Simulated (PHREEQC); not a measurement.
PHREEQC input (ion-association model, wateq4f.dat):

```
SOLUTION_SPECIES
  2 NO3- + 12 H+ + 10 e- = N2 + 6 H2O  # shut off: nitrate stays nitrate
    -log_k -100
    -delta_h 0
    -analytic -100
SOLUTION 1
  temp 25
  units mol/kgw
  pH 7 charge
END
SELECTED_OUTPUT 1
  -reset false
  -pH true
  -pe true
  -ionic_strength true
  -water true
  -totals Ca F N Zn N(5) N(3) N(0) N(-3)
  -molalities H+ Ca+2 F- NO3- Zn+2 NH3 CaOH+ O2 NH4+ OH-
    CaF+ HF HF2- ZnF+ ZnOH+ Zn(OH)2 Zn(OH)3- Zn(OH)4-2 NO2- H2F2
  -equilibrium_phases Fluorite
  -saturation_indices Portlandite Zn(OH)2-e ZnF2
PRINT
  -reset false
USE solution 1
REACTION 1
  Zn(NO3)2 1
  0 0.00833 0.0167 0.025 0.0333 0.0417 0.05 0.0583 0.0667 0.075 0.0833 0.0917 0.1 moles
EQUILIBRIUM_PHASES 1
  Fluorite 0 0.5
  O2(g) -0.68 10
END
```

Selected output (columns that matter, 13 of 13 rows; Zn(NO3)2 added (mol) added in front):

```
Zn(NO3)2 added (mol)	pH	mu	Ca	F	N	Zn	m_H+	m_Ca+2	m_F-	m_NO3-	Fluorite	si_Portlandite	si_Zn(OH)2-e	si_ZnF2
0	7.0948	0.00058491	0.00019534	0.00039068	0	0	8.2559e-08	0.00019475	0.00039004	0	0.4998	-12.368	-1000	-1000
0.00833	5.7316	0.025703	0.00026107	0.00052213	0.01666	0.00833	2.1082e-06	0.00026046	0.00048828	0.01666	0.49974	-15.176	-2.367	-7.5705
0.0167	5.6124	0.050857	0.00029382	0.00058763	0.0334	0.0167	2.8619e-06	0.0002932	0.00052673	0.0334	0.49971	-15.436	-2.3735	-7.3169
0.025	5.545	0.075783	0.00031889	0.00063777	0.05	0.025	3.4074e-06	0.00031826	0.00055277	0.05	0.49968	-15.583	-2.3788	-7.1759
0.0333	5.4978	0.1007	0.00033997	0.00067995	0.0666	0.0333	3.8524e-06	0.00033934	0.00057268	0.0666	0.49966	-15.684	-2.3832	-7.0786
0.0417	5.4611	0.12591	0.00035864	0.00071727	0.0834	0.0417	4.2388e-06	0.00035799	0.00058892	0.0834	0.49964	-15.762	-2.3869	-7.0042
0.05	5.4317	0.15082	0.00037514	0.00075029	0.1	0.05	4.5764e-06	0.00037449	0.00060228	0.1	0.49962	-15.824	-2.39	-6.9454
0.0583	5.407	0.17573	0.00039016	0.00078031	0.1166	0.0583	4.8812e-06	0.0003895	0.00061366	0.1166	0.49961	-15.876	-2.3926	-6.8966
0.0667	5.3854	0.20094	0.00040412	0.00080824	0.1334	0.0667	5.1634e-06	0.00040345	0.00062361	0.1334	0.4996	-15.92	-2.3948	-6.8546
0.075	5.3667	0.22584	0.0004169	0.00083379	0.15	0.075	5.4211e-06	0.00041622	0.00063221	0.15	0.49958	-15.958	-2.3967	-6.8185
0.0833	5.3501	0.25074	0.00042881	0.00085762	0.1666	0.0833	5.6613e-06	0.00042813	0.0006398	0.1666	0.49957	-15.991	-2.3983	-6.7867
0.0917	5.3349	0.27595	0.0004401	0.00088019	0.1834	0.0917	5.8892e-06	0.00043941	0.00064662	0.1834	0.49956	-16.021	-2.3996	-6.7581
0.1	5.3213	0.30085	0.00045058	0.00090116	0.2	0.1	6.1015e-06	0.00044989	0.00065265	0.2	0.49955	-16.048	-2.4007	-6.7326
```
